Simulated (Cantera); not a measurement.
A closed system holds: 1 mol AlN, 1.9 mol H₂O, 85 mol H₂, 6 mol O₂, equilibrated at 1650 K and 0.000930 bar.

Equilibrium computed with Cantera from the NASA thermochemical tables; the gas is ideal and each condensed phase is pure. Candidate condensed phases: Al, AlN, Al₂O₃, H₂O; 35 gas species. Rates play no part.

Base state: H₂ 0.850, H₂O 0.142, N₂ 0.00571, H 0.00275, OH 2.07e-5 (mole fractions); condensed: Al₂O₃(s).

Task: What changes in the equilibrium state with this change: pressure from 0.000930 bar to 0.00470 bar?

Result: 
| species | before | after |
|---|---|---|
| H₂ | 0.850 | 0.851 |
| H₂O | 0.142 | 0.142 |
| N₂ | 0.00571 | 0.00572 |
| H | 0.00275 | 0.00122 |
| OH | 2.07e-5 | 9.20e-6 |
| Al₂O₃(s), mol | 0.500 | 0.500 |
